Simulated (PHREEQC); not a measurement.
A made-up water analysis in mg/L, 25 °C, pH 6.37, pe 8.8:

```csv
constituent,mg/L
Na,73.6
K,22.5
Ca,72
Mg,3.55
Cl,109
S(6) as SO4,87.9
Alkalinity as HCO3,163
O(0) (dissolved oxygen),5.85
```

Valence states are taken as typed.

Computed with PHREEQC (ion-association model, phreeqc.dat).

This is a speciation only: nothing precipitates in the calculation.

### Question
What specific conductance, charge-balance error does the model give?

### Answer
specific conductance 809 µS/cm; charge-balance error 0.6 %.

### Question
In which forms is S present?

### Answer
SO4-2 86 %, CaSO4 11 %, MgSO4 1.2 %, NaSO4- 0.9 % of the S.

Species that the database lacks are ignored.
